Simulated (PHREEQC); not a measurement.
Make-up at 60 °C: 0.001 mol NH4HF2, 0.0065 mol (NH4)2SiF6, 0.00046 mol H3PO4 and 0.14 mol HCl per kg of water. Closed to the air; pH follows from the charge balance.

Computed with PHREEQC (ion-association model, phreeqc.dat).

| quantity | before | after |
|---|---|---|
| pH | 0.97 | 0.95 |
| ionic strength (mol/kgw) | 0.152 | 0.140 |
| HF (mol/kgw) | 0.0176 | 0.00199 |
| F- (mol/kgw) | 8.14e-5 | 8.72e-6 |
| H2PO4- (mol/kgw) | 2.62e-5 | 2.50e-5 |
| HF2- (mol/kgw) | 6.26e-6 | 7.59e-8 |

Name the change that produced these shifts.
A) (NH4)2SiF6 left out
B) NH4HF2 from 0.001 to 0.0015 mol/kgw
C) temperature from 60 to 5 °C
D) temperature from 60 to 55 °C

A, (NH4)2SiF6 left out

This is a speciation only: nothing precipitates in the calculation. Some of these states are supersaturated (in Quartz (slow to form), Chalcedony (slow to form), for instance). At this temperature some constants are extrapolated from 25 °C, and those without enthalpy data are left unchanged. SiF6-2 is the database's only silicon fluoride.
